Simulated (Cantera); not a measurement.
Cantera run:

```python
import numpy as np
import cantera as ct

gas_names = """
    F FO FO2 F2 F2O H HF HOF HO2 H2 H2F2 H2O H2O2 H3F3 H4F4 H5F5 H6F6 H7F7 O OH O2 O3 Si SiF SiF2 SiF3
    SiF4 SiH SiHF3 SiH2 SiH2F2 SiH3 SiH3F SiH4 SiO SiO2 Si2 Si3
""".split()
cond_names = """
    H2O(s) H2O(L) Si(cr) Si(L) SiO2(Lqz) SiO2(hqz) SiO2(L)
""".split()


# ... load() reads the species with a 1 bar reference pressure and builds the phases ...
atoms = {
    'SiO2': {'Si': 1, 'O': 2},
    'HF': {'H': 1, 'F': 1},
}
top_T = {}  # K; cautious upper limits of use, not melting points


# ... equilibrate(T, P, feed) seeds the gas with the atoms and calls Mixture.equilibrate('TP', solver="vcs", rtol=1e-11, max_steps=5000) ...
results = []
feed = {'SiO2': 1, 'HF': 3.5}  # mol
P = 10000  # Pa
for T in [800, 900, 1000, 1100, 1200, 1300, 1400, 1500, 1600, 1700]:
    mix = equilibrate(T, P, feed)
    results.append((T, P, feed, dict(zip(mix.species_names, mix.species_moles))))
    x = sorted(zip(gas.X, gas.species_names), reverse=True)
    print(f"T = {T:g} K  P = {P:g} Pa  gas = {mix.phase_moles(0):.4g} mol")
    print("   x: " + "  ".join(f"{s} {v:.3e}" for v, s in x if v > 0.001))
    print("   condensed (mol): " + ("  ".join(f"{mix.phase(i).name} {mix.phase_moles(i):.4g}"
          for i in range(1, mix.n_phases) if mix.phase_moles(i) > 1e-12) or "none"))
```

Output:

```
T = 800 K  P = 10000 Pa  gas = 2.813 mol
   x: H2O 4.886e-01  HF 2.671e-01  SiF4 2.443e-01
   condensed (mol): SiO2(Lqz) 0.3128
T = 900 K  P = 10000 Pa  gas = 2.894 mol
   x: H2O 4.189e-01  HF 3.716e-01  SiF4 2.095e-01
   condensed (mol): SiO2(hqz) 0.3938
T = 1000 K  P = 10000 Pa  gas = 2.974 mol
   x: HF 4.692e-01  H2O 3.538e-01  SiF4 1.769e-01
   condensed (mol): SiO2(hqz) 0.4739
T = 1100 K  P = 10000 Pa  gas = 3.047 mol
   x: HF 5.538e-01  H2O 2.975e-01  SiF4 1.487e-01
   condensed (mol): SiO2(hqz) 0.5468
T = 1200 K  P = 10000 Pa  gas = 3.11 mol
   x: HF 6.239e-01  H2O 2.507e-01  SiF4 1.254e-01
   condensed (mol): SiO2(hqz) 0.6101
T = 1300 K  P = 10000 Pa  gas = 3.163 mol
   x: HF 6.807e-01  H2O 2.128e-01  SiF4 1.064e-01
   condensed (mol): SiO2(hqz) 0.6634
T = 1400 K  P = 10000 Pa  gas = 3.208 mol
   x: HF 7.263e-01  H2O 1.824e-01  SiF4 9.121e-02
   condensed (mol): SiO2(hqz) 0.7074
T = 1500 K  P = 10000 Pa  gas = 3.244 mol
   x: HF 7.629e-01  H2O 1.579e-01  SiF4 7.902e-02
   condensed (mol): SiO2(hqz) 0.7437
T = 1600 K  P = 10000 Pa  gas = 3.274 mol
   x: HF 7.922e-01  H2O 1.381e-01  SiF4 6.921e-02
   condensed (mol): SiO2(hqz) 0.7734
T = 1700 K  P = 10000 Pa  gas = 3.299 mol
   x: HF 8.159e-01  H2O 1.220e-01  SiF4 6.126e-02
   condensed (mol): SiO2(L) 0.7979
```

Cantera equilibrium calculation (NASA polynomials, part measured and part estimated; ideal gas, pure solids and liquids). The tables' values for SiF3 are old estimates; treat these amounts as uncertain. The tables hold silica as quartz up to 1696 K and as liquid above; real silica turns to tridymite and cristobalite and melts near 1996 K. Gases not in the tables: Si(OH)4.
